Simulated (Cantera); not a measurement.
Cantera run, input and output.

```python
import numpy as np
import cantera as ct

gas = ct.Solution("h2o2.yaml")
gas.TPX = 823, 500000, {'H2': 1, 'O2': 0.588, 'N2': 2.21}
inlet = ct.Reservoir(gas, clone=True)
gas.equilibrate("HP")  # start burning
reactor = ct.IdealGasConstPressureReactor(gas, energy="on", clone=False)
exhaust = ct.Reservoir(gas, clone=True)
tau = [0.028, 0.015, 0.0077, 0.004, 0.0021, 0.0011, 0.00058, 0.00031, 0.00016, 8.5e-05][0]
for a, b in ((inlet, reactor), (reactor, exhaust)):
    ct.MassFlowController(a, b, mdot=lambda t: reactor.mass / tau)
net = ct.ReactorNet([reactor])
show = ['H2', 'O2', 'H', 'H2O2', 'OH', 'H2O']

rows = []
print(f"{'tau/s':>10s}{'T/K':>9s}" + "".join(f"{s:>11s}" for s in show))
for tau in [0.028, 0.015, 0.0077, 0.004, 0.0021, 0.0011, 0.00058, 0.00031, 0.00016, 8.5e-05]:
    net.initial_time = 0.0
    net.advance(30 * tau)
    before = gas.X
    net.advance(40 * tau)
    drift = np.max(np.abs(gas.X - before) / (gas.X + 1e-9))
    rows.append([gas.T, *gas[show].X, drift])
    print(f"{tau:10.3e}{gas.T:9.1f}" + "".join(f"{x:11.3e}" for x in gas[show].X))
```

Result:

```
     tau/s      T/K         H2         O2          H       H2O2         OH        H2O
 2.800e-02   2601.4  7.606e-03  2.643e-02  1.529e-03  9.024e-07  1.328e-02  2.854e-01
 1.500e-02   2601.0  7.646e-03  2.645e-02  1.541e-03  9.019e-07  1.330e-02  2.854e-01
 7.700e-03   2600.0  7.727e-03  2.647e-02  1.564e-03  9.010e-07  1.335e-02  2.852e-01
 4.000e-03   2598.2  7.880e-03  2.652e-02  1.609e-03  8.993e-07  1.343e-02  2.850e-01
 2.100e-03   2594.8  8.163e-03  2.661e-02  1.694e-03  8.964e-07  1.359e-02  2.845e-01
 1.100e-03   2588.4  8.688e-03  2.677e-02  1.857e-03  8.921e-07  1.389e-02  2.836e-01
 5.800e-04   2576.9  9.621e-03  2.706e-02  2.165e-03  8.875e-07  1.441e-02  2.819e-01
 3.100e-04   2557.2  1.117e-02  2.756e-02  2.732e-03  8.878e-07  1.524e-02  2.792e-01
 1.600e-04   2522.6  1.378e-02  2.843e-02  3.842e-03  9.074e-07  1.652e-02  2.746e-01
 8.500e-05   2472.2  1.735e-02  2.971e-02  5.702e-03  9.650e-07  1.804e-02  2.681e-01
```

Model: the H2/O2 subset of GRI-Mech 3.0, which has no nitrogen chemistry, integrated in Cantera. The hydrogen kinetics of GRI-Mech 3.0 are dated; newer H2 mechanisms differ, most at raised pressure.
